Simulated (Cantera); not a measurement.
# Oxide etching and cleaning by halides: CaO + HF + O2

Charge: 1 mol CaO, 1.8 mol HF, 0.07 mol O2, at 1000 Pa.

Method: chemical equilibrium by Gibbs-energy minimisation in Cantera with the NASA 1993 tables (ideal gas, pure condensed phases). Candidate condensed phases: Ca, CaF2, CaO, Ca(OH)2, H2O; 29 gas species. Mutual solubility and eutectic melting of coexisting phases are not modelled. Rates play no part.

```
T (°C)  x H2O      x HF    x O2    x CaF2      x OH      x H2       x O  n CaF2(s)  n CaO(s)  n CaF2(l)
------  -----  --------  ------  --------  --------  --------  --------  ---------  --------  ---------
352     0.928   2.01e-8  0.0722    <1e-12  7.05e-12    <1e-12    <1e-12      0.900     0.100          0
452     0.928   8.93e-7  0.0722    <1e-12  5.17e-10    <1e-12    <1e-12      0.900     0.100          0
552     0.928   1.57e-5  0.0722    <1e-12   1.35e-8  5.50e-12    <1e-12      0.900     0.100          0
652     0.928  0.000147  0.0722    <1e-12   1.74e-7  2.70e-10  3.60e-11      0.900     0.100          0
752     0.927  0.000879  0.0721  4.39e-11   1.36e-6   6.24e-9  8.86e-10      0.900     0.100          0
852     0.924   0.00379  0.0720   3.58e-9   7.43e-6   8.30e-8   1.24e-8      0.898     0.102          0
952     0.916    0.0127  0.0717   1.38e-7   3.05e-5   7.23e-7   1.13e-7      0.894     0.106          0
1052    0.894    0.0349  0.0709   2.96e-6  0.000101   4.51e-6   7.33e-7      0.883     0.117          0
1152    0.849    0.0811  0.0692   4.03e-5  0.000275   2.13e-5   3.65e-6      0.859     0.141          0
1252    0.772     0.161  0.0662  0.000368  0.000638   7.89e-5   1.46e-5      0.815     0.185          0
1352    0.656     0.278  0.0617   0.00248   0.00127  0.000234   4.84e-5      0.740     0.257          0
1452    0.513     0.416  0.0559    0.0125   0.00221  0.000564  0.000137          0     0.359      0.626
1552    0.364     0.534  0.0489    0.0478   0.00336   0.00112  0.000340          0     0.479      0.453
```
x: gas mole fraction; n: condensed amount in mol.

From 352 °C to 1352 °C the condensed part is CaF2(s) + CaO(s). From 1452 °C to 1552 °C the condensed part is CaF2(l) + CaO(s).
